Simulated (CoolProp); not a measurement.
Vapour-liquid equilibrium of sulfur dioxide (1) + toluene (2) at 102.65 °C; x and y are mole fractions of (1).

Computed with CoolProp (multi-fluid Helmholtz-energy mixture model, Gao 2016 and Lemmon 2006; pair parameters Bell 2016).

```tsv
x	bubble pressure, mixture model (MPa)	bubble pressure, Raoult's law (MPa)	y, mixture model	y, Raoult's law
0.05	0.1727	0.2231	0.544	0.658
0.2	0.5138	0.6513	0.860	0.901
0.35	0.9176	1.080	0.930	0.952
0.5	1.346	1.508	0.959	0.973
0.65	1.782	1.936	0.975	0.985
0.8	2.235	2.364	0.986	0.993
0.95	2.743	2.792	0.996	0.999
```

The largest gap from Raoult's law is -22.6 % in bubble pressure, at x = 0.05. No azeotrope shows between x = 0.05 and 0.95.

The pair parameters rest on a limited set of measurements; away from them the model extrapolates.
